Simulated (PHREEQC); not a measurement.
Solution (56 °C): 56 mmol/kgw HF, 1.3 mmol/kgw (CH3)4NF and 0.28 mmol/kgw H2SO4. Closed to the air; pH follows from the charge balance.

Equilibrium calculation in PHREEQC: ion-association model, phreeqc.dat.

This is a speciation only: nothing precipitates in the calculation.

Task: Order these F species by the share of F that they hold, largest first: HF, HF2-, F-.

Result: HF (88 %), F- (8.1 %), HF2- (3.6 %)

The pH is 2.35 and the ionic strength 0.00626 mol/kgw. (CH3)4N+ isn't in the database: it is added as a free cation with an ion size of 4 Å. Away from 25 °C the constants follow the database's enthalpies or fits; those with neither stay at their 25 °C values.
